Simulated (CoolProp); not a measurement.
Vapour-liquid equilibrium of diethyl ether (1) + acetone (2) at 0.121 MPa; x and y are mole fractions of (1).

The numbers come from the multi-fluid Helmholtz-energy mixture model, Thol 2014 and Lemmon 2006; pair parameters Bell 2016 in CoolProp.

Give the bubble temperature and the first vapour's composition at x = 0.05, 0.35, 0.45. Is there an azeotrope?

x = 0.05: 331.8 K, y = 0.128; x = 0.35: 320.2 K, y = 0.580; x = 0.45: 317.9 K, y = 0.658. No azeotrope shows between x = 0.05 and 0.95.

Pair parameters are fitted to limited data, so mixtures are less certain than the pure fluids.
